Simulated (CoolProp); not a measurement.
Vapour pressure (MPa) of R245ca: the reference equation beside estimates from Tc = 447.6 K, pc = 3.941 MPa, ω = 0.355.

Model: reference Helmholtz-energy equation of state, Zhou 2016, in CoolProp.

```tsv
T (K)	reference	van der Waals	Redlich-Kwong	Peng-Robinson
201.4	0.0002109	0.05175	0.001818	0.0002816
216.8	0.0009023	0.08807	0.005670	0.001088
232.1	0.003020	0.1396	0.01455	0.003397
247.5	?	0.2102	0.03244	0.009064
262.8	0.02024	0.3018	0.06407	0.02105
278.2	0.04326	0.4185	0.1158	0.04408
293.6	0.08383	0.5624	0.1943	0.08436
308.9	0.1494	0.7347	0.3055	?
324.3	0.2502	0.9399	?	0.2493
339.6	0.3955	1.177	0.6569	0.3940
355	0.5991	1.452	0.9116	0.5977
```

Question: Fill in the missing entries.

Answer: 
- 247.5, reference: 0.008449
- 308.9, Peng-Robinson: 0.1493
- 324.3, Redlich-Kwong: 0.4580

Absolute difference from the reference over all 11 rows, mean and median: van der Waals 4076.9 and 867.4 %, Redlich-Kwong 252.5 and 167.7 %, Peng-Robinson 7.4 and 1.9 %.
